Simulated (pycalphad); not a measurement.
Effect of Si content in Al-Sn-Si

CALPHAD calculation (pycalphad, COST 507 light-alloy database (1999)), 1 atm. These are 1990s assessments: newer ones move some temperatures and phases. Not assessed as a whole: an extrapolation from subsystems, which can miss ternary compounds. Phase fractions are per mole of atoms.

```json
[
 {"alloy": "Al-7.56Sn-0.07Si (at.%)", "liquidus (°C)": "622", "first solid": "fcc", "solidus (°C)": "229", "phases at 227 °C": "fcc 0.92, bct (Sn) 0.08, diamond (Si) under 0.01"},
 {"alloy": "Al-7.56Sn-0.14Si (at.%)", "liquidus (°C)": "622", "first solid": "fcc", "solidus (°C)": "229", "phases at 227 °C": "fcc 0.92, bct (Sn) 0.08, diamond (Si) under 0.01"},
 {"alloy": "Al-7.56Sn-0.22Si (at.%)", "liquidus (°C)": "621", "first solid": "fcc", "solidus (°C)": "229", "phases at 227 °C": "fcc 0.92, bct (Sn) 0.08, diamond (Si) under 0.01"},
 {"alloy": "Al-7.56Sn-0.29Si (at.%)", "liquidus (°C)": "621", "first solid": "fcc", "solidus (°C)": "229", "phases at 227 °C": "fcc 0.92, bct (Sn) 0.08, diamond (Si) under 0.01"},
 {"alloy": "Al-7.56Sn-0.43Si (at.%)", "liquidus (°C)": "620", "first solid": "fcc", "solidus (°C)": "229", "phases at 227 °C": "fcc 0.92, bct (Sn) 0.08, diamond (Si) under 0.01"},
 {"alloy": "Al-7.56Sn-0.87Si (at.%)", "liquidus (°C)": "617", "first solid": "fcc", "solidus (°C)": "229", "phases at 227 °C": "fcc 0.92, bct (Sn) 0.08, diamond (Si) 0.01"}
]
```
